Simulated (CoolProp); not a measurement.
Vapour-liquid equilibrium of fluoroethane (R161) (1) + R227EA (2) at -83.75 °C; x and y are mole fractions of (1).

The numbers come from the multi-fluid Helmholtz-energy mixture model, Wu 2012 and Lemmon 2016; pair parameters Bell 2016 in CoolProp.

Task: Give the bubble pressure and the first vapour's composition at x = 0.65, 0.85, 0.95. Is there an azeotrope?

Result: x = 0.65: 0.004454 MPa, y = 0.922; x = 0.85: 0.005707 MPa, y = 0.976; x = 0.95: 0.006289 MPa, y = 0.993. No azeotrope shows between x = 0.05 and 0.95.

The pair parameters rest on a limited set of measurements; away from them the model extrapolates.
